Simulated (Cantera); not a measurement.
Feed: 1 mol Al2O3, 0.78 mol SiCl4, 0.51 mol O2, 0.52 mol Cl2, equilibrated at 1550 K and 10.0 Torr.

Equilibrium computed with Cantera from the NASA thermochemical tables; the gas is ideal and each condensed phase is pure. Candidate condensed phases: Al, AlCl3, Al2O3, Al2SiO5, Al6Si2O13, Si, SiO2; 26 gas species. Mutual solubility and eutectic melting of coexisting phases are not modelled. The tables hold silica as quartz up to 1696 K and as liquid above; real silica turns to tridymite and cristobalite and melts near 1996 K. Condensed phases not in the tables: alloys, solid solutions and most ternary compounds. The numbers say what is thermodynamically allowed, not how fast it happens.

Base state: Cl 0.446, Cl2 0.406, AlCl3 0.147, SiCl4 0.000527, O2 0.000418, ClO 2.43e-5 (mole fractions); condensed: Al6Si2O13(mullite) + SiO2(β-quartz).

Q: What changes in the equilibrium state with this change: pressure from 10.0 Torr to 0.0600 Torr?

A: 
```
species                    before    after
-----------------------  --------  -------
Cl                          0.446    0.885
AlCl3                       0.147    0.105
Cl2                         0.406  0.00956
SiCl4                    0.000527  6.14e-5
SiO                         <1e-9  2.48e-5
O2                       0.000418  1.99e-6
ClO                       2.43e-5  2.58e-7
Al6Si2O13(mullite), mol     0.273    0.273
SiO2(β-quartz), mol         0.232    0.233
```
The tables' values for AlCl2 are old estimates; treat these amounts as uncertain.
